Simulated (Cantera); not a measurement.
# Equilibrium for silicon epitaxy and polysilicon growth: SiH2Cl2 + Cl2 + N2

Charge: 1 mol SiH2Cl2, 0.81 mol Cl2, 39 mol N2, equilibrated at 10.0 mbar.

These are equilibrium values from Cantera (NASA tables, ideal gas, pure condensed phases), not measurements of a reactor. Candidate condensed phases: NH4Cl, Si, Si3N4; 28 gas species. N2 is the only nitrogen source here; it is nearly inert below about 1500 K, so the nitride shown seldom forms there in practice. The tables' values for SiCl3 are old estimates; treat these amounts as uncertain. Kinetics and transport are ignored.

```tsv
T (K)	x N2	x HCl	x SiCl4	x SiCl2	x H2	x SiCl3	x SiHCl3	x Cl	n Si3N4(s)
800	0.944	0.0378	0.0126	2.13e-10	0.00552	1.56e-7	1.67e-6	1.53e-11	0.161
850	0.944	0.0388	0.0124	2.60e-9	0.00503	6.73e-7	2.67e-6	1.12e-10	0.164
900	0.944	0.0396	0.0122	2.39e-8	0.00461	2.47e-6	4.04e-6	6.65e-10	0.167
950	0.943	0.0403	0.0120	1.73e-7	0.00427	7.90e-6	5.84e-6	3.26e-9	0.169
1000	0.943	0.0408	0.0118	1.03e-6	0.00398	2.24e-5	8.13e-6	1.37e-8	0.171
1050	0.943	0.0413	0.0117	5.13e-6	0.00373	5.75e-5	1.10e-5	5.01e-8	0.173
1100	0.943	0.0417	0.0115	2.20e-5	0.00352	0.000135	1.43e-5	1.63e-7	0.174
1150	0.943	0.0421	0.0113	8.27e-5	0.00335	0.000292	1.82e-5	4.78e-7	0.174
1200	0.943	0.0423	0.0109	0.000275	0.00321	0.000585	2.25e-5	1.28e-6	0.172
1250	0.942	0.0424	0.0102	0.000816	0.00313	0.00108	2.68e-5	3.13e-6	0.167
1300	0.942	0.0424	0.00898	0.00215	0.00314	0.00180	3.03e-5	7.06e-6	0.156
1350	0.940	0.0419	0.00702	0.00493	0.00329	0.00263	3.16e-5	1.45e-5	0.133
1400	0.938	0.0409	0.00449	0.00953	0.00372	0.00317	2.89e-5	2.68e-5	0.0959
```
x: gas mole fraction; n: condensed amount in mol.

From 800 K to 1400 K the condensed part is Si3N4(s). The main Si-bearing gas is SiCl4 at 800 K and SiCl2 at 1400 K.
